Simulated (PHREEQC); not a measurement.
A column of 0.5 m (30 cells, dispersivity 0.018 m, 300 s a shift, diffusion coefficient 3e-10 m²/s) holds 0.055 eq of the database's cation exchanger X per kg of pore water, first in equilibrium with 0.014 mol/kgw CdCl2, 0.00047 mol/kgw MgSO4 and 1e-05 mol/kgw HCl. It is flushed with 0.032 mol Na2SO4 and 1e-05 mol HCl per kg of water, at 15 °C. Values are for the last cell. CO2 from the air is kept out. No solid was allowed to form.

Base run: PHREEQC, ion-association model, phreeqc.dat. Each further column changes one thing. The table gives Na in solution (mol/kgw).

```
pore volumes     base  exchange capacity from 0.055 to 0.028 eq/kgw  dispersivity from 0.018 to 0.036 m
------------  -------  --------------------------------------------  ----------------------------------
0                   0                                             0                                   0
0.55          9.94e-5                                      0.000299                             0.00115
1.083          0.0197                                        0.0276                              0.0238
1.483          0.0400                                        0.0479                              0.0402
2.017          0.0514                                        0.0567                              0.0508
2.55           0.0558                                        0.0595                              0.0553
2.95           0.0575                                        0.0606                              0.0572
3.483          0.0590                                        0.0615                              0.0588
4.017          0.0600                                        0.0621                              0.0598
```
